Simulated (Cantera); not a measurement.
A perfectly stirred reactor is fed with CH4 : O2 : N2 = 0.0061 : 0.056 : 0.26 (molar parts), equivalence ratio 0.22, at 7500 Torr; it is held at 1225 K, and followed from long to short residence time.

Computed with Cantera and GRI-Mech 3.0 (53 species, 325 reactions). The temperature is held fixed by assumption; the heat of reaction is taken as removed at once.

One state of this run: x CH4 = 0.00100; x O2 = 0.140; x CO2 = 0.0129; x H2O = 0.0355; x CH2CO = 8.15e-6; x NO = 9.09e-10. x: mole fraction; the columns are a selection and need not sum to one.

Which value of τ (s) does it belong to?
A) 0.026
B) 0.0082
C) 0.27
D) 0.085

A, 0.026
